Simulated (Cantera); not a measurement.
What does this Cantera script print?

```python
import numpy as np
import cantera as ct

gas = ct.Solution("h2o2.yaml")
gas.TP = 300, 110000
flame = ct.CounterflowDiffusionFlame(gas, width=0.02)
flame.fuel_inlet.X, flame.fuel_inlet.T = {'H2': 1}, 350
flame.oxidizer_inlet.X, flame.oxidizer_inlet.T = {'O2': 0.22, 'N2': 0.78}, 725
flame.set_refine_criteria(ratio=3, slope=0.12, curve=0.24, prune=0.03)
show = ['OH', 'H', 'H2O', 'HO2']

rows = []
print(f"{'mdot':>8s}{'a_max':>10s}{'a_mean':>10s}{'Tmax/K':>9s}" + "".join(f"{s:>11s}" for s in show) + "   (peak mole fractions)")
for i, mdot in enumerate([0.66, 0.9, 1.2, 1.7, 2.3, 3.2, 4.3, 6, 8.1, 11]):  # kg/m2/s on the oxidiser side
    flame.oxidizer_inlet.mdot, flame.fuel_inlet.mdot = mdot, 0.38 * mdot
    flame.solve(loglevel=0, auto=(i == 0))
    if flame.T.max() < max(350, 725) + 100:
        print(f"{mdot:8.3g}  no burning solution found from the previous one")
        break
    dT = np.abs(np.gradient(flame.T, flame.grid))
    rows.append([flame.strain_rate("max"), flame.strain_rate("mean"), flame.T.max(),
                 *(flame.X[gas.species_index(s)].max() for s in show), max(dT[0], dT[-1]) / dT.max()])
    print(f"{mdot:8.3g}{rows[-1][0]:10.1f}{rows[-1][1]:10.1f}{rows[-1][2]:9.1f}" + "".join(f"{x:11.3e}" for x in rows[-1][3:-1]))
```

It prints:

```
    mdot     a_max    a_mean   Tmax/K         OH          H        H2O        HO2   (peak mole fractions)
    0.66     819.2     227.2   2584.4  2.554e-02  2.052e-02  2.787e-01  4.068e-05
     0.9    1101.6     309.8   2544.2  2.567e-02  2.248e-02  2.761e-01  4.999e-05
     1.2    1448.5     413.0   2499.2  2.571e-02  2.444e-02  2.738e-01  5.941e-05
     1.7    2029.4     585.1   2447.1  2.588e-02  2.732e-02  2.711e-01  7.076e-05
     2.3    2732.5     791.6   2391.3  2.567e-02  3.011e-02  2.686e-01  8.285e-05
     3.2    3775.8    1101.3   2329.6  2.530e-02  3.361e-02  2.655e-01  9.704e-05
     4.3    5048.4    1479.9   2269.1  2.470e-02  3.689e-02  2.629e-01  1.094e-04
       6    7010.4    2065.0   2194.1  2.370e-02  4.033e-02  2.603e-01  1.228e-04
     8.1    9408.7    2787.8   2134.9  2.304e-02  4.396e-02  2.578e-01  1.352e-04
      11   12822.9    3785.9   2073.7  2.220e-02  4.796e-02  2.547e-01  1.477e-04
```

Computed with Cantera and the H2/O2 subset of GRI-Mech 3.0, which has no nitrogen chemistry. The maximum strain rate includes the flame's own expansion and is several times the mean.
